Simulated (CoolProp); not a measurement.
A single-stage vapour-compression cycle with R22: evaporating at 288.15 K (dew point), condensing at 341.15 K (bubble point), superheat 5 K, subcooling 8 K, compressor efficiency 0.85, no pressure losses. Each further row changes one setting.

The numbers come from the reference Helmholtz-energy equation of state, Kamei 1995 in CoolProp.

```csv
case,cooling COP,pressure ratio,discharge temperature (K),refrigerating effect (kJ/kg),volumetric capacity (kJ/m³)
as stated,3.51,3.64,372.6,137,4440
evaporating temperature 293.15 K,4.03,3.16,369.7,139,5180
condensing temperature 336.15 K,4.03,3.28,365.5,144,4670
subcooling 13 K,3.70,3.64,372.6,144,4680
superheat 15 K,3.51,3.64,382.9,145,4450
compressor efficiency 0.75,3.10,3.64,377.8,137,4440
```
